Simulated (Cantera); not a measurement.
An adiabatic, constant-pressure homogeneous reactor starts with CO : H2 : O2 : N2 = 1 : 0.055 : 0.909 : 6.28 (molar parts), equivalence ratio 0.58, at 1398 K and 7500 Torr. Integrator tolerance rtol = 1e-08.

Detailed kinetics in Cantera: GRI-Mech 3.0 (53 species, 325 reactions). The hydrogen kinetics of GRI-Mech 3.0 are dated; newer H2 mechanisms differ, most at raised pressure.

Question: What does this change do: initial temperature 1398 to 1350 K?

Answer: 
| quantity | before | after |
|---|---|---|
| time of steepest temperature rise | 15.2 µs | 21.4 µs |
| temperature at 1.00 s | 2333 K | 2295 K |
| equilibrium temperature | 2333 K | 2295 K |
| x(CO) at 1.00 s | 0.00268 (gas-phase equilibrium 0.00268) | 0.00212 (gas-phase equilibrium 0.00212) |
| x(H2) at 1.00 s | 2.47e-5 (gas-phase equilibrium 2.47e-5) | 2.01e-5 (gas-phase equilibrium 2.01e-5) |
| x(O2) at 1.00 s | 0.0463 (gas-phase equilibrium 0.0463) | 0.0464 (gas-phase equilibrium 0.0464) |
| x(NO) at 1.00 s | 0.00802 (gas-phase equilibrium 0.00802) | 0.00742 (gas-phase equilibrium 0.00742) |
| x(O) at 1.00 s | 0.000412 (gas-phase equilibrium 0.000412) | 0.000331 (gas-phase equilibrium 0.000331) |

Question: What does this change do: pressure from 7500 Torr to 3750 Torr?

Answer: 
```json
[
 {"quantity": "time of steepest temperature rise", "before": "15.2 µs", "after": "24.2 µs"},
 {"quantity": "temperature at 1.00 s", "before": "2333 K", "after": "2326 K"},
 {"quantity": "equilibrium temperature", "before": "2333 K", "after": "2326 K"},
 {"quantity": "x(CO) at 1.00 s", "before": "0.00268 (gas-phase equilibrium 0.00268)", "after": "0.00357 (gas-phase equilibrium 0.00357)"},
 {"quantity": "x(H2) at 1.00 s", "before": "2.47e-5 (gas-phase equilibrium 2.47e-5)", "after": "3.30e-5 (gas-phase equilibrium 3.30e-5)"},
 {"quantity": "x(O2) at 1.00 s", "before": "0.0463 (gas-phase equilibrium 0.0463)", "after": "0.0466 (gas-phase equilibrium 0.0466)"},
 {"quantity": "x(NO) at 1.00 s", "before": "0.00802 (gas-phase equilibrium 0.00802)", "after": "0.00793 (gas-phase equilibrium 0.00793)"},
 {"quantity": "x(O) at 1.00 s", "before": "0.000412 (gas-phase equilibrium 0.000412)", "after": "0.000560 (gas-phase equilibrium 0.000560)"}
]
```
